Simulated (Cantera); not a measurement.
**NO annealing gas**

An isothermal, constant-pressure homogeneous reactor starts with NO : N2 = 1 : 0.5 (molar parts), at 2050 K and 188 Torr.

Computed with Cantera and GRI-Mech 3.0 (53 species, 325 reactions).

```csv
t (s),x NO,x N2O,x O2,x N2,x NO2,x O
7.00e-6,0.667,1.28e-6,1.43e-9,0.333,1.44e-8,1.28e-6
5.99e-5,0.667,1.07e-5,1.02e-7,0.333,9.22e-7,1.04e-5
0.000512,0.666,7.61e-5,8.79e-6,0.333,2.97e-5,7.76e-5
0.00438,0.664,0.000196,0.000765,0.334,0.000116,0.000249
0.0374,0.647,0.000186,0.00926,0.343,0.000149,0.000309
0.320,0.503,0.000103,0.0811,0.415,0.000253,0.000604
2.74,0.0640,1.67e-6,0.301,0.634,6.07e-5,0.00108
23.4,0.0101,2.58e-7,0.328,0.661,9.98e-6,0.00112
200,0.0101,2.58e-7,0.328,0.661,9.97e-6,0.00112
```
x: mole fraction; the columns are a selection and need not sum to one.

Equilibrium at this temperature and pressure: NO 0.0101, N2O 2.58e-7, O2 0.328, N2 0.661, NO2 9.97e-6, O 0.00112 (gas phase only).
